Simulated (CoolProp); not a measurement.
Vapour-liquid equilibrium of toluene (1) + n-octane (2) at 272 kPa; x and y are mole fractions of (1).

Values from CoolProp's multi-fluid Helmholtz-energy mixture model, Lemmon 2006 and Beckmüller 2019; pair parameters Bell 2016.

```json
[
 {"x": "0.05", "bubble temperature (K)": "437.0", "y at the bubble point": "0.078", "dew temperature at overall composition x (K)": "437.6", "liquid density (mol/L)": "5.106"},
 {"x": "0.125", "bubble temperature (K)": "434.9", "y at the bubble point": "0.184", "dew temperature at overall composition x (K)": "436.1", "liquid density (mol/L)": "5.272"},
 {"x": "0.2", "bubble temperature (K)": "433.0", "y at the bubble point": "0.280", "dew temperature at overall composition x (K)": "434.6", "liquid density (mol/L)": "5.444"},
 {"x": "0.275", "bubble temperature (K)": "431.3", "y at the bubble point": "0.366", "dew temperature at overall composition x (K)": "433.1", "liquid density (mol/L)": "5.625"},
 {"x": "0.35", "bubble temperature (K)": "429.8", "y at the bubble point": "0.445", "dew temperature at overall composition x (K)": "431.6", "liquid density (mol/L)": "5.815"},
 {"x": "0.425", "bubble temperature (K)": "428.4", "y at the bubble point": "0.517", "dew temperature at overall composition x (K)": "430.1", "liquid density (mol/L)": "6.015"},
 {"x": "0.5", "bubble temperature (K)": "427.2", "y at the bubble point": "0.584", "dew temperature at overall composition x (K)": "428.7", "liquid density (mol/L)": "6.225"},
 {"x": "0.575", "bubble temperature (K)": "426.2", "y at the bubble point": "0.648", "dew temperature at overall composition x (K)": "427.4", "liquid density (mol/L)": "6.448"},
 {"x": "0.65", "bubble temperature (K)": "425.3", "y at the bubble point": "0.709", "dew temperature at overall composition x (K)": "426.2", "liquid density (mol/L)": "6.684"},
 {"x": "0.725", "bubble temperature (K)": "424.5", "y at the bubble point": "0.769", "dew temperature at overall composition x (K)": "425.1", "liquid density (mol/L)": "6.935"},
 {"x": "0.8", "bubble temperature (K)": "423.8", "y at the bubble point": "0.829", "dew temperature at overall composition x (K)": "424.1", "liquid density (mol/L)": "7.202"},
 {"x": "0.875", "bubble temperature (K)": "423.3", "y at the bubble point": "0.891", "dew temperature at overall composition x (K)": "423.4", "liquid density (mol/L)": "7.486"},
 {"x": "0.95", "bubble temperature (K)": "422.8", "y at the bubble point": "0.955", "dew temperature at overall composition x (K)": "422.9", "liquid density (mol/L)": "7.791"}
]
```

No azeotrope shows between x = 0.05 and 0.95.

The pair parameters rest on a limited set of measurements; away from them the model extrapolates.
